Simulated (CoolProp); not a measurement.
A simple Rankine cycle with R124: condensing at 330.15 K, boiler at 2.6 MPa, turbine inlet 469 K, turbine efficiency 0.6, pump efficiency 0.7, no recuperator. Each further row changes one setting.

Computed with CoolProp (reference Helmholtz-energy equation of state, de Vries 1995).

```csv
case,thermal efficiency (%),net work (kJ/kg),heat in (kJ/kg),turbine exit temperature (K),volume ratio over the turbine
as stated,?,13.3,242,?,2.90
condensing temperature 322.15 K,6.4,16.2,252,438.0,3.56
boiler pressure 1.82 MPa,?,9.37,248,452.7,1.99
turbine efficiency 0.5,?,10.8,242,445.1,2.92
```

**Question.** Complete the blanks.

**Answer.** 
- as stated, thermal efficiency (%): 5.5
- as stated, turbine exit temperature (K): 442.4
- boiler pressure 1.82 MPa, thermal efficiency (%): 3.8
- turbine efficiency 0.5, thermal efficiency (%): 4.5
